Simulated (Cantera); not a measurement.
A closed system holds: 1 mol Ta(OEt)5, 28 mol H2O, 0.038 mol O2, at 0.130 Pa.

These are equilibrium values from Cantera (NASA tables, ideal gas, pure condensed phases), not measurements of a reactor. Candidate condensed phases: C, C6H6, C7H8, C8H18, H2O, Ta, TaC, Ta2O5; 113 gas species. The feed counts by its element totals alone. Rates play no part. All values below are at 1350 °C.

Base state: H2 0.410, H2O 0.355, CO 0.152, CO2 0.0423, H 0.0388, OH 0.00141, O 0.000110, O2 4.33e-5 (mole fractions); condensed: Ta2O5(s).

**Question.** What changes in the equilibrium state with this change: Ta(OEt)5 replaced by Cr?

**Answer.** 
| species | before | after |
|---|---|---|
| H2O | 0.355 | 0.895 |
| H2 | 0.410 | 0.0679 |
| H | 0.0388 | 0.0158 |
| CO | 0.152 | 0 |
| CO2 | 0.0423 | 0 |
| O2 | 4.33e-5 | 0.0100 |
| CrO2 | 0 | 0.000365 |
| CrO | 0 | 6.56e-5 |
| Cr | 0 | 1.26e-5 |
| O | 0.000110 | 0.00167 |
| OH | 0.00141 | 0.00872 |
| Ta2O5(s), mol | 0.500 | 0 |
| Cr2O3(s), mol | 0 | 0.494 |
Further candidate phases: Cr, Cr2O3.
